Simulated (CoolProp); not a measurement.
Vapour-liquid equilibrium of R1234yf (1) + R227EA (2) at 0.368 MPa; x and y are mole fractions of (1).

Model: multi-fluid Helmholtz-energy mixture model, Lemmon 2022 and Lemmon 2016; pair parameters Bell 2016, in CoolProp.

Task: Give the bubble temperature and the first vapour's composition at x = 0.05, 0.35, 0.65. Is there an azeotrope?

Result: x = 0.05: 290.6 K, y = 0.072; x = 0.35: 286.0 K, y = 0.441; x = 0.65: 282.0 K, y = 0.732. No azeotrope shows between x = 0.05 and 0.95.

The pair parameters rest on a limited set of measurements; away from them the model extrapolates.
